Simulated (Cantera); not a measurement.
Ignition delay

Mixture: 40.5 % H2, 14.5 % O2, 45.0 % N2, at 3.20 bar, adiabatic and at constant pressure. Ignition delay is the time to a rise of 400 K.

Detailed kinetics in Cantera: GRI-Mech 3.0 (53 species, 325 reactions). The hydrogen kinetics of GRI-Mech 3.0 are dated; newer H2 mechanisms differ, most at raised pressure. Where the delays flatten at high temperature, the 400 K rule measures the pace of heat release, not the induction time.

```tsv
T0 (K)	delay (ms)
1075	0.363
1125	0.0444
1175	0.0219
1225	0.0142
1275	0.0103
1325	0.00788
1375	0.00631
1425	0.00521
```

```
Quantity                                                Value
--------------------------------------------------  ---------
apparent activation energy between 1325 and 1425 K  65 kJ/mol
```
